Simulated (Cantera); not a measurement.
Input (Python, Cantera):

```python
import numpy as np
import cantera as ct

gas = ct.Solution("gri30.yaml")


def delay(T, t_max=10):
    gas.TPX = T, 500000, {'CH4': 1, 'CO': 0.45, 'O2': 3.01, 'N2': 9.32}
    reactor = ct.IdealGasReactor(gas, clone=False)
    net = ct.ReactorNet([reactor])
    net.rtol, net.atol = 1e-8, 1e-16
    while net.time < t_max:
        t_old, T_old = net.time, reactor.T
        net.step()
        if reactor.T > T + 400:  # ignition: a rise of 400 K
            return t_old + (T + 400 - T_old) / (reactor.T - T_old) * (net.time - t_old)
    return np.nan


taus = []
for T in [1300, 1400, 1500, 1600, 1700, 1800, 1900, 2000, 2100]:
    taus.append(delay(T))
    print(f"T0 = {T:6g} K   tau = {taus[-1]:.4e} s")
```

It prints:

```
T0 =   1300 K   tau = 2.3486e-03 s
T0 =   1400 K   tau = 7.1326e-04 s
T0 =   1500 K   tau = 2.4848e-04 s
T0 =   1600 K   tau = 9.8900e-05 s
T0 =   1700 K   tau = 4.4623e-05 s
T0 =   1800 K   tau = 2.2453e-05 s
T0 =   1900 K   tau = 1.2361e-05 s
T0 =   2000 K   tau = 7.3217e-06 s
T0 =   2100 K   tau = 4.6052e-06 s
```

Detailed kinetics in Cantera: GRI-Mech 3.0 (53 species, 325 reactions).
